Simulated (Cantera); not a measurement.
A closed system holds: 1 mol SiC, 0.08 mol N2O, 350 mol N2, at 1998 K and 0.140 bar.

Cantera equilibrium calculation (NASA polynomials, part measured and part estimated; ideal gas, pure solids and liquids). Candidate condensed phases: C, Si, SiC, SiO2, Si2N2O, Si3N4; 34 gas species. Kinetics and transport are ignored.

Base state: N2 1.000, CO 0.000173, Si 9.72e-5, SiO 5.54e-5 (mole fractions); condensed: SiC(s).

Problem. What changes in the equilibrium state with this change: pressure from 0.140 bar to 56.0 Pa?

Solution. 
```
species             before     after
----------------  --------  --------
N2                   1.000     0.997
Si                 9.72e-5   0.00263
CO                0.000173  0.000226
SiC2               1.15e-7  0.000108
CN                 2.50e-7   2.32e-5
SiO                5.54e-5   1.33e-6
Si2C               2.64e-6   4.54e-5
SiN                9.51e-6   1.62e-5
SiC(s), mol          0.938         0
C(graphite), mol         0     0.819
```
The tables' values for SiN are old estimates; treat these amounts as uncertain.
